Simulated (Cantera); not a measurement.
A closed system holds: 1 mol SrCl₂, 1 mol H₂, 80 mol N₂, 2.2 mol O₂, held at 1550 °C and 0.100 bar.

Method: chemical equilibrium by Gibbs-energy minimisation in Cantera with the NASA 1993 tables (ideal gas, pure condensed phases). Candidate condensed phases: H₂O, NH₄Cl, Sr, SrCl₂, SrO, Sr(OH)₂; 35 gas species. Condensed phases not in the tables: oxide chlorides. The numbers say what is thermodynamically allowed, not how fast it happens.

Base state: N₂ 0.955, O₂ 0.0193, H₂O 0.0106, SrCl₂ 0.0105, HCl 0.00234, NO 0.00150, Cl 0.000611, OH 0.000253 (mole fractions); condensed: SrO(s).

Task: What changes in the equilibrium state with this change: temperature from 1550 °C to 1250 °C?

Result: 
| species | before | after |
|---|---|---|
| N₂ | 0.955 | 0.960 |
| O₂ | 0.0193 | 0.0201 |
| H₂O | 0.0106 | 0.0108 |
| SrCl₂ | 0.0105 | 0.00634 |
| NO | 0.00150 | 0.000467 |
| O | 6.63e-5 | 2.48e-6 |
| H₂ | 1.61e-5 | 6.20e-7 |
| OH | 0.000253 | 3.11e-5 |
| Cl | 0.000611 | 0.000172 |
| SrO(s), mol | 0.124 | 0.103 |
| SrCl₂(l), mol | 0 | 0.368 |
Mutual solubility and eutectic melting of coexisting phases are not modelled.
